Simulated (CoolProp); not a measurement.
R21 along the isotherm 473 K: fugacity coefficient from the reference equation and from simpler models built on Tc = 452.7 K, pc = 5.289 MPa, ω = 0.206; each cubic takes its own stable root.

Computed with CoolProp (reference Helmholtz-energy equation of state, Platzer 1990). This equation is an older, rougher fit; its heat capacities, sound speeds and derivatives of the liquid may be far off and weren't checked against measurements.

```
p (MPa)          phase  reference
-------  -------------  ---------
0.0836             gas     0.9955
0.141              gas     0.9923
0.238              gas     0.9871
0.402              gas     0.9782
0.678              gas     0.9633
1.14               gas     0.9384
1.93               gas     0.8960
3.26               gas     0.8250
5.5      supercritical     0.7039
9.28     supercritical     0.5091
15.7     supercritical     0.3650
26.4     supercritical     0.2882
```

Question: How far does each simpler model (van der Waals, Redlich-Kwong, Soave-Redlich-Kwong, Peng-Robinson) lie from the reference over these 12 states: mean and median of the absolute difference, and the worst?

Answer: 
- van der Waals: mean 3.5 %, median 0.6 %, worst +21.5 % at 473 K and 26.4 MPa
- Redlich-Kwong: mean 0.9 %, median 0.3 %, worst +5.0 % at 473 K and 26.4 MPa
- Soave-Redlich-Kwong: mean 1.5 %, median 0.1 %, worst +8.1 % at 473 K and 26.4 MPa
- Peng-Robinson: mean 1.2 %, median 1.2 %, worst -2.9 % at 473 K and 5.5 MPa
